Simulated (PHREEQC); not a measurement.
A PHREEQC speciation (ion-association model, phreeqc.dat) at 60 °C gives pH 1.68 and these molalities:

| species | mol/kgw |
|---|---|
| Zn+2 | 0.0665 |
| HSO4- | 0.0632 |
| ZnSO4 | 0.0430 |
| SO4-2 | 0.0406 |
| H+ | 0.0268 |
| Zn(SO4)2-2 | 0.0105 |
| Mn+2 | 0.00285 |
| MnSO4 | 0.00225 |

**Question.** What are the element totals, and what could have been dissolved in 1 kg of water to give them?

**Answer.** This is not unique; one that fits is totals Mn(2) 0.00510, S(6) 0.170, Zn 0.120 mol/kgw, from 45 mmol/kgw H2SO4, 120 mmol/kgw ZnSO4 and 5.1 mmol/kgw MnSO4.

Precipitation was switched off in this run. Species that the database lacks are ignored. At this temperature some constants are extrapolated from 25 °C, and those without enthalpy data are left unchanged.
